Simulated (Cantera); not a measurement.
A closed system holds: 1 mol AlCl3, 8.3 mol N2, 82 mol H2, at 1525 °C and 40.0 Pa.

Cantera equilibrium calculation (NASA polynomials, part measured and part estimated; ideal gas, pure solids and liquids). Candidate condensed phases: Al, AlCl3, AlN, NH4Cl; 20 gas species. The tables' values for AlCl2 are old estimates; treat these amounts as uncertain. Equilibrium is a limit: real reactors are often held back by kinetics, nucleation or transport.

Base state: H2 0.862, N2 0.0892, HCl 0.0212, H 0.0163, AlCl 0.0106, Cl 0.000308, Al 9.96e-5, AlCl2 4.99e-5 (mole fractions); condensed: gas only.

Task: What changes in the equilibrium state with this change: temperature from 1525 °C to 475 °C?

Result: 
```tsv
species	before	after
H2	0.862	0.883
N2	0.0892	0.0858
HCl	0.0212	0.0307
H	0.0163	<1e-9
AlCl	0.0106	<1e-9
AlCl3	7.25e-7	0.000709
Cl	0.000308	<1e-9
Al	9.96e-5	<1e-9
AlCl2	4.99e-5	<1e-9
AlN(s), mol	0	0.935
```

Task: What changes in the equilibrium state with this change: temperature from 1525 °C to 1477 °C?

Result: 
```tsv
species	before	after
H2	0.862	0.867
N2	0.0892	0.0894
HCl	0.0212	0.0213
H	0.0163	0.0108
AlCl	0.0106	0.0106
Al	9.96e-5	5.88e-5
Cl	0.000308	0.000205
```
